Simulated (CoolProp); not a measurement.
Properties of dodecamethylpentasiloxane (MD3M) at several states (Tc = 628.0 K, pc = 954.0 kPa, ω = 0.730).

Computed with CoolProp (reference Helmholtz-energy equation of state, Thol 2019).

```
T (K)  p (kPa)   phase  cp (kJ/(kg K))  cv (kJ/(kg K))  isothermal compressibility (1/MPa)  fugacity coefficient
-----  -------  ------  --------------  --------------  ----------------------------------  --------------------
261.7     4200  liquid           1.604           1.323                            0.001113              6.545e-8
406.6       20  liquid           1.949           1.696                            0.003831                0.2644
215.6      620  liquid           1.443           1.144                           0.0008450             1.159e-10
280.3     89.9  liquid           1.659           1.380                            0.001342              1.236e-5
290.6     15.2  liquid           1.687           1.411                            0.001450             0.0002092
359.8     68.5  liquid           1.850           1.589                            0.002507              0.008387
```
